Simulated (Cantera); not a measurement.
An isothermal, constant-pressure homogeneous reactor starts with 26.7 % CH4, 72.1 % H2, 1.15 % N2, at 1425 K and 20.0 Torr.

Cantera simulation using GRI-Mech 3.0 (53 species, 325 reactions); the numbers are that mechanism's predictions, not measurements. GRI-Mech 3.0 stops at C3 and has no aromatics, soot or wall deposition, so with more carbon than oxygen in the feed, carbon stays in small species such as C2H2 where larger ones or solid carbon would form. Radical loss at walls, strong at low pressure, is not modelled.

Problem. Predict: x(CH4) at 20.0 s; x(H2) at 20.0 s; x(C2H2) at 20.0 s; x(C2H4) at 20.0 s; x(CH2) at 20.0 s; x(CH3) at 20.0 s.

Solution. 
| Quantity | Result |
|---|---|
| x(CH4) at 20.0 s | 0.193 (gas-phase equilibrium 0.0133) |
| x(H2) at 20.0 s | 0.767 (gas-phase equilibrium 0.877) |
| x(C2H2) at 20.0 s | 0.0285 (gas-phase equilibrium 0.0942) |
| x(C2H4) at 20.0 s | 0.000769 (gas-phase equilibrium 0.00137) |
| x(CH2) at 20.0 s | 1.83e-9 (gas-phase equilibrium 4.04e-10) |
| x(CH3) at 20.0 s | 9.93e-5 (gas-phase equilibrium 1.20e-5) |
